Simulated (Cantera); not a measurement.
Input: 1 mol Cr2O3, 1.1 mol H2, 0.06 mol H2O, at 1273.15 K and 75.0 Torr.

These are equilibrium values from Cantera (NASA tables, ideal gas, pure condensed phases), not measurements of a reactor. Candidate condensed phases: Cr, Cr2O3, H2O; 13 gas species. Rates play no part.

What is the equilibrium state?


| Item | Result |
|---|---|
| x(H2) | 0.948 |
| x(H2O) | 0.0517 |
| x(H) | 2.20e-6 |
| n(Cr2O3(s)) | 1.00 mol |
| gas amount | 1.160 mol |
| log10 activity of Cr(s) (absent) | -3.62 |
